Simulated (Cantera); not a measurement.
What does this Cantera script print?

```python
import numpy as np
import cantera as ct

gas_names = """
    C CN CO CO2 C2 CCN CNC C2N2 C2O C3 C3O2 C4 C4N2 C5 N NCO NO NO2 NO3 N2 N2O O O2 O3 Si SiC SiC2 SiN
    SiO SiO2 Si2 Si2C Si2N Si3
""".split()
cond_names = """
    C(gr) Si(cr) Si(L) SiC(b) SiO2(Lqz) SiO2(hqz) SiO2(L) Si2N2O(s) Si3N4(a)
""".split()


def load(file, names, dense=False):
    # The tables refer to 1 bar. Condensed volumes are neglected.
    table = {s.name: s for s in ct.Species.list_from_file(file)}
    out = []
    for n in names:
        d = dict(table[n].input_data)
        d["thermo"] = dict(d["thermo"], **{"reference-pressure": 1e5})
        if dense:
            d["equation-of-state"] = {"model": "constant-volume", "density": "1e6 g/cm^3"}
        out.append(ct.Species.from_dict(d))
    return out


gas = ct.Solution(thermo="ideal-gas", species=load("nasa_gas.yaml", gas_names))
cond = {s.name: ct.Solution(thermo="fixed-stoichiometry", species=[s], name=s.name)
        for s in load("nasa_condensed.yaml", cond_names, dense=True)}
atoms = {
    'SiC': {'Si': 1, 'C': 1},
    'O2': {'O': 2},
    'N2': {'N': 2},
}
top_T = {'C(gr)': 4500, 'SiC(b)': 3050, 'Si2N2O(s)': 2100, 'Si3N4(a)': 2400}  # K; cautious upper limits of use, not melting points


def equilibrate(T, P, feed):
    n = {}
    for name, mol in feed.items():
        for a, k in atoms[name].items():
            n[a] = n.get(a, 0.0) + k * mol
    gas.TPX = T, P, n
    mass = sum(n.values()) * gas.mean_molecular_weight
    gas.equilibrate("TP")
    valid = [c for c in cond.values() if c.min_temp <= T <= top_T.get(c.name, c.max_temp)]
    mix = ct.Mixture([(gas, mass / gas.mean_molecular_weight)] + [(c, 0.0) for c in valid])
    mix.T, mix.P = T, P
    mix.equilibrate("TP", solver="vcs", rtol=1e-11, max_steps=5000)
    return mix


results = []
feed = {'SiC': 1, 'O2': 0.034, 'N2': 29}  # mol
T = 2075  # K
P = 100000  # Pa
mix = equilibrate(T, P, feed)
results.append((T, P, feed, dict(zip(mix.species_names, mix.species_moles))))
print(gas.report(threshold=1e-05))
for i in range(1, mix.n_phases):
    print(f"{mix.phase(i).name:16s} {mix.phase_moles(i):12.5e} mol")
```

Result:

```
       temperature   2075 K
          pressure   1e+05 Pa
           density   0.16247 kg/m^3
  mean mol. weight   28.03 kg/kmol
   phase of matter   gas

                          1 kg             1 kmol
                     ---------------   ---------------
          enthalpy        2.0902e+06        5.8588e+07  J
   internal energy        1.4747e+06        4.1335e+07  J
           entropy            9046.1        2.5356e+05  J/K
    Gibbs function        -1.668e+07       -4.6755e+08  J
 heat capacity c_p            1289.4             36143  J/K
 heat capacity c_v            992.82             27829  J/K

                      mass frac. Y      mole frac. X     chem. pot. / RT
                     ---------------   ---------------   ---------------
                CO          0.001387          0.001388           -40.815
                N2           0.99701           0.99758           -27.068
                Si        5.7702e-05        5.7589e-05           -6.6653
               SiN        1.8926e-05        1.2603e-05           -20.199
               SiO         0.0014968         0.0009517            -42.57
     [  +29 minor]        2.8414e-05        1.1627e-05

C(gr)             0.00000e+00 mol
Si(L)             0.00000e+00 mol
SiC(b)            9.59586e-01 mol
SiO2(L)           0.00000e+00 mol
Si2N2O(s)         0.00000e+00 mol
Si3N4(a)          3.35107e-03 mol
```

Cantera equilibrium calculation (NASA polynomials, part measured and part estimated; ideal gas, pure solids and liquids). Mutual solubility and eutectic melting of coexisting phases are not modelled. The tables' values for SiN are old estimates; treat these amounts as uncertain.
